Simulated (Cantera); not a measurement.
Thermodynamics of carbon deposition, reforming and gasification, feed C₃H₆ + H₂O + N₂

Charge: 1 mol C₃H₆, 0.14 mol H₂O, 1.9 mol N₂, equilibrated at 7600000 Pa.

Method: chemical equilibrium by Gibbs-energy minimisation in Cantera with the NASA 1993 tables (ideal gas, pure condensed phases). Candidate condensed phases: C, C₆H₆, C₇H₈, C₈H₁₈, H₂O; 136 gas species. The ideal-gas law is rough above about 30 bar. Equilibrium is a limit: real reactors are often held back by kinetics, nucleation or transport.

From 1275 K to 1775 K the condensed part is C(graphite). The main C-bearing gas is CH₄ at 1275 K and CO at 1775 K. The share of C in condensed phases is highest at 1775 K (91.3 %) and lowest at 1275 K (77.3 %).

| T (K) | log p H₂ | log p N₂ | log p CH₄ | log p CO | log p H₂O | log p HCN | log p NH₃ | n C(graphite) |
|---|---|---|---|---|---|---|---|---|
| 1275 | 1.51 | 1.50 | 0.98 | 0.22 | -0.20 | -2.28 | -0.85 | 2.32 |
| 1325 | 1.54 | 1.49 | 0.90 | 0.26 | -0.35 | -2.07 | -0.90 | 2.40 |
| 1375 | 1.56 | 1.48 | 0.82 | 0.28 | -0.49 | -1.87 | -0.94 | 2.46 |
| 1425 | 1.58 | 1.48 | 0.74 | 0.30 | -0.64 | -1.69 | -0.99 | 2.52 |
| 1475 | 1.60 | 1.47 | 0.66 | 0.30 | -0.78 | -1.52 | -1.04 | 2.58 |
| 1525 | 1.61 | 1.47 | 0.58 | 0.31 | -0.92 | -1.36 | -1.09 | 2.62 |
| 1575 | 1.62 | 1.46 | 0.50 | 0.31 | -1.06 | -1.22 | -1.14 | 2.66 |
| 1625 | 1.63 | 1.46 | 0.42 | 0.31 | -1.19 | -1.08 | -1.19 | 2.68 |
| 1675 | 1.63 | 1.46 | 0.34 | 0.32 | -1.31 | -0.95 | -1.24 | 2.71 |
| 1725 | 1.64 | 1.45 | 0.27 | 0.32 | -1.42 | -0.83 | -1.28 | 2.73 |
| 1775 | 1.64 | 1.45 | 0.20 | 0.32 | -1.53 | -0.72 | -1.33 | 2.74 |
log p: log10 of the partial pressure in bar; n: condensed amount in mol.
